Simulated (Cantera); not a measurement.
**toluene + NH3 + H2 + O2 (carbon deposition, reforming and gasification)**

Feed: 1 mol toluene, 0.59 mol NH3, 2.4 mol H2, 0.45 mol O2, equilibrated at 13.3 mbar.

Method: chemical equilibrium by Gibbs-energy minimisation in Cantera with the NASA 1993 tables (ideal gas, pure condensed phases). Candidate condensed phases: C, C6H6, C7H8, C8H18, H2O; 136 gas species. Kinetics and transport are ignored.

From 1048 K to 2248 K the condensed part is C(graphite). The main C-bearing gas is CO throughout.

| T (K) | x H2 | x CO | x H | x N2 | n C(graphite) |
|---|---|---|---|---|---|
| 1048 | 0.858 | 0.106 | 6.20e-8 | 0.0348 | 6.10 |
| 1248 | 0.859 | 0.106 | 3.75e-6 | 0.0348 | 6.10 |
| 1448 | 0.859 | 0.106 | 7.40e-5 | 0.0347 | 6.10 |
| 1648 | 0.858 | 0.106 | 0.000714 | 0.0345 | 6.10 |
| 1848 | 0.854 | 0.106 | 0.00424 | 0.0340 | 6.08 |
| 2048 | 0.840 | 0.105 | 0.0178 | 0.0329 | 6.06 |
| 2248 | 0.800 | 0.103 | 0.0569 | 0.0308 | 6.00 |
x: gas mole fraction; n: condensed amount in mol.
